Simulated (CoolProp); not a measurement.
A simple Rankine cycle with R1336mzz(E): condensing at 333.15 K, boiler at 1.81 MPa, turbine inlet 409 K, turbine efficiency 0.65, pump efficiency 0.6, no recuperator. Each further row changes one setting.

The numbers come from the reference Helmholtz-energy equation of state, Akasaka 2023 in CoolProp.

```tsv
case	thermal efficiency (%)	net work (kJ/kg)	heat in (kJ/kg)	turbine exit temperature (K)	volume ratio over the turbine
as stated	5.9	10.5	177	379.3	3.61
condensing temperature 325.15 K	6.9	12.8	187	375.0	4.55
boiler pressure 1.27 MPa	4.4	8.14	185	390.7	2.35
turbine efficiency 0.55	4.9	8.63	177	381.3	3.63
```
